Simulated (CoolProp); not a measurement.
Properties of R1336mzz(Z) along the isobar 1.01 bar.

Computed with CoolProp (reference Helmholtz-energy equation of state, McLinden 2020).

```csv
T (°C),phase,cv (kJ/(kg K)),Joule-Thomson coefficient (K/MPa),fugacity coefficient
145.35,gas,0.9849,11.65,0.9846
152.75,gas,…,11.03,0.9856
160.15,gas,…,…,0.9864
167.55,gas,1.010,9.948,0.9872
174.95,gas,1.018,9.470,0.9880
182.35,gas,1.026,9.029,0.9887
189.75,gas,1.033,…,0.9894
197.25,gas,1.041,8.238,0.9900
204.65,gas,1.048,7.886,0.9906
212.05,gas,1.055,7.557,0.9911
219.45,gas,1.062,…,0.9916
226.85,gas,…,6.962,0.9921
```

Q: What belongs in the gaps?

A: 
- 152.75, cv (kJ/(kg K)): 0.9935
- 160.15, cv (kJ/(kg K)): 1.002
- 160.15, Joule-Thomson coefficient (K/MPa): 10.47
- 189.75, Joule-Thomson coefficient (K/MPa): 8.622
- 219.45, Joule-Thomson coefficient (K/MPa): 7.250
- 226.85, cv (kJ/(kg K)): 1.069
